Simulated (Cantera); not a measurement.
Mixture: CH₄ : O₂ : N₂ = 1 : 0.909 : 3.42 (molar parts), at 24800 Torr, adiabatic and at constant volume. Ignition delay is the time to a rise of 400 K.

Detailed kinetics in Cantera: GRI-Mech 3.0 (53 species, 325 reactions). The pressure lies above the range GRI-Mech 3.0 was tuned for (to about 10 atm).

**Question.** Predict: delay at 1200 K; delay at 1250 K; delay at 1300 K; delay at 1350 K; delay at 1400 K; delay at 1450 K; apparent activation energy between 1350 and 1450 K.

**Answer.** 
```
Quantity                                                Result
--------------------------------------------------  ----------
delay at 1200 K                                        1.69 ms
delay at 1250 K                                       0.948 ms
delay at 1300 K                                       0.552 ms
delay at 1350 K                                       0.330 ms
delay at 1400 K                                       0.202 ms
delay at 1450 K                                       0.126 ms
apparent activation energy between 1350 and 1450 K  160 kJ/mol
```
